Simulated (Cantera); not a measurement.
Input (Python, Cantera):

```python
import numpy as np
import cantera as ct

gas = ct.Solution("gri30.yaml")
gas.TPX = 2148, 3000000, {'CH4': 1, 'H2O': 2.1, 'H2': 0.91}
inlet = ct.Reservoir(gas, clone=True)

reactor = ct.IdealGasConstPressureReactor(gas, energy="off", clone=False)
exhaust = ct.Reservoir(gas, clone=True)
tau = [0.85, 0.31, 0.12, 0.043, 0.016, 0.0058, 0.0021, 0.00079][0]
for a, b in ((inlet, reactor), (reactor, exhaust)):
    ct.MassFlowController(a, b, mdot=lambda t: reactor.mass / tau)
net = ct.ReactorNet([reactor])
show = ['CH4', 'H2O', 'H2', 'C2H', 'H2O2', 'C2H4']

rows = []
print(f"{'tau/s':>10s}{'T/K':>9s}" + "".join(f"{s:>11s}" for s in show))
for tau in [0.85, 0.31, 0.12, 0.043, 0.016, 0.0058, 0.0021, 0.00079]:
    net.initial_time = 0.0
    net.advance(30 * tau)
    before = gas.X
    net.advance(40 * tau)
    drift = np.max(np.abs(gas.X - before) / (gas.X + 1e-9))
    rows.append([gas.T, *gas[show].X, drift])
    print(f"{tau:10.3e}{gas.T:9.1f}" + "".join(f"{x:11.3e}" for x in gas[show].X))
```

Output:

```
     tau/s      T/K        CH4        H2O         H2        C2H       H2O2       C2H4
 8.500e-01   2148.0  2.782e-04  1.751e-01  6.578e-01  8.151e-11  1.122e-10  1.844e-07
 3.100e-01   2148.0  7.267e-04  1.757e-01  6.570e-01  5.478e-10  1.130e-10  1.240e-06
 1.200e-01   2148.0  1.716e-03  1.773e-01  6.552e-01  3.035e-09  1.151e-10  6.853e-06
 4.300e-02   2148.0  3.967e-03  1.815e-01  6.506e-01  1.612e-08  1.213e-10  3.610e-05
 1.600e-02   2148.0  7.887e-03  1.909e-01  6.410e-01  6.303e-08  1.361e-10  1.385e-04
 5.800e-03   2148.0  1.408e-02  2.106e-01  6.224e-01  1.944e-07  1.703e-10  4.123e-04
 2.100e-03   2148.0  2.259e-02  2.446e-01  5.917e-01  4.608e-07  2.406e-10  9.234e-04
 7.900e-04   2148.0  3.326e-02  2.904e-01  5.508e-01  8.447e-07  3.607e-10  1.581e-03
```

Computed with Cantera and GRI-Mech 3.0 (53 species, 325 reactions). The pressure lies above the range GRI-Mech 3.0 was tuned for (to about 10 atm).
